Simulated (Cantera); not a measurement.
Input: 1 mol MgCO₃, 0.045 mol C, 1.7 mol O₂, held at 1950 K and 1.33 mbar.

Equilibrium computed with Cantera from the NASA thermochemical tables; the gas is ideal and each condensed phase is pure. Candidate condensed phases: C, Mg, MgCO₃, MgO; 15 gas species. The numbers say what is thermodynamically allowed, not how fast it happens.

Base state: O₂ 0.607, CO₂ 0.372, CO 0.0113, O 0.00963, Mg 3.77e-5 (mole fractions); condensed: MgO(s).

### Question
What changes in the equilibrium state with this change: 0.0039 mol H₂S added?

### Answer
```json
[
 {"species": "O₂", "before": "0.607", "after": "0.604"},
 {"species": "CO₂", "before": "0.372", "after": "0.371"},
 {"species": "CO", "before": "0.0113", "after": "0.0113"},
 {"species": "SO₂", "before": "0", "after": "0.00142"},
 {"species": "OH", "before": "0", "after": "0.00102"},
 {"species": "Mg", "before": "3.77e-5", "after": "3.78e-5"},
 {"species": "H₂O", "before": "0", "after": "0.000875"},
 {"species": "H", "before": "0", "after": "7.71e-5"},
 {"species": "MgO(s), mol", "before": "1.000", "after": "1.000"}
]
```
Further candidate phases: C₆H₆, C₇H₈, C₈H₁₈, H₂O, H₂SO₄, Mg(OH)₂, MgS, MgSO₄, S.

### Question
What changes in the equilibrium state with this change: temperature from 1950 K to 800 K?

### Answer
| species | before | after |
|---|---|---|
| O₂ | 0.607 | 0.613 |
| CO₂ | 0.372 | 0.387 |
| CO | 0.0113 | <1e-9 |
| O | 0.00963 | <1e-9 |
| Mg | 3.77e-5 | <1e-9 |
| MgO(s), mol | 1.000 | 1.00 |

### Question
What changes in the equilibrium state with this change: pressure from 1.33 mbar to 1 atm?

### Answer
| species | before | after |
|---|---|---|
| O₂ | 0.607 | 0.613 |
| CO₂ | 0.372 | 0.386 |
| CO | 0.0113 | 0.000422 |
| O | 0.00963 | 0.000351 |
| Mg | 3.77e-5 | 1.79e-9 |
| MgO(s), mol | 1.000 | 1.00 |
